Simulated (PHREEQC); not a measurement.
Dissolve 0.013 mol NaH2PO4 and 0.046 mol H2SO4 per kg of water at 25 °C. Closed to the air; pH follows from the charge balance.

The numbers come from PHREEQC with the ion-association model, phreeqc.dat.

```csv
quantity,before,after
pH,1.38,1.94
ionic strength (mol/kgw),0.0778,0.0208
H3PO4 (mol/kgw),0.0108,0.00155
H2PO4- (mol/kgw),0.00221,0.00105
HPO4-2 (mol/kgw),6.42e-9,8.58e-9
```

Q: What was changed between the two runs?
A) diluted 100-fold with water
B) H2SO4 left out
C) diluted 2-fold with water
D) diluted 5-fold with water
E) temperature from 25 to 35 °C

A: D, diluted 5-fold with water

No solid was allowed to form.
